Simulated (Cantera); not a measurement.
**SiO2 + Al2O3 + H2O (silicates and aluminates)**

A closed system holds: 1 mol SiO2, 0.39 mol Al2O3, 0.18 mol H2O, equilibrated at 0.0740 bar.

These are equilibrium values from Cantera (NASA tables, ideal gas, pure condensed phases), not measurements of a reactor. Candidate condensed phases: Al, Al2O3, Al2SiO5, Al6Si2O13, H2O, Si, SiO2; 28 gas species. Mutual solubility and eutectic melting of coexisting phases are not modelled. The tables hold silica as quartz up to 1696 K and as liquid above; real silica turns to tridymite and cristobalite and melts near 1996 K. Condensed phases not in the tables: alloys, solid solutions and most ternary compounds. Gases not in the tables: Si(OH)4. Equilibrium is a limit: real reactors are often held back by kinetics, nucleation or transport.

```tsv
T (K)	x H2O	x H2	x O2	x OH	x H	n Al2SiO5(andalusite)	n SiO2(β-quartz)	n Al6Si2O13(mullite)	n SiO2(condensed)	n SiO2(l)
1150	1.000	8.03e-6	3.87e-6	5.85e-7	7.77e-10	0.390	0.610	0	0	0
1225	1.000	2.33e-5	1.11e-5	2.16e-6	5.53e-9	0.390	0.610	0	0	0
1300	1.000	6.00e-5	2.83e-5	6.86e-6	3.15e-8	0	0.740	0.130	0	0
1375	1.000	0.000139	6.50e-5	1.92e-5	1.49e-7	0	0.740	0.130	0	0
1450	1.000	0.000298	0.000137	4.83e-5	6.00e-7	0	0.740	0.130	0	0
1525	0.999	0.000590	0.000268	0.000111	2.11e-6	0	0.740	0.130	0	0
1600	0.998	0.00110	0.000491	0.000236	6.62e-6	0	0.740	0.130	0	0
1675	0.997	0.00193	0.000853	0.000468	1.88e-5	0	0.740	0.130	0	0
1750	0.994	0.00325	0.00141	0.000875	4.87e-5	0	0	0.130	0.740	0
1825	0.991	0.00522	0.00224	0.00155	0.000117	0	0	0.130	0.740	0
1900	0.986	0.00808	0.00341	0.00263	0.000262	0	0	0.130	0.740	0
1975	0.978	0.0121	0.00504	0.00427	0.000553	0	0	0.130	0.740	0
2050	0.967	0.0175	0.00721	0.00667	0.00110	0	0	0.130	0	0.740
```
x: gas mole fraction; n: condensed amount in mol.

From 1150 K to 1225 K the condensed part is Al2SiO5(andalusite) + SiO2(β-quartz). From 1300 K to 1675 K the condensed part is Al6Si2O13(mullite) + SiO2(β-quartz). From 1750 K to 1975 K the condensed part is Al6Si2O13(mullite) + SiO2(condensed). At 2050 K the condensed part is Al6Si2O13(mullite) + SiO2(l).
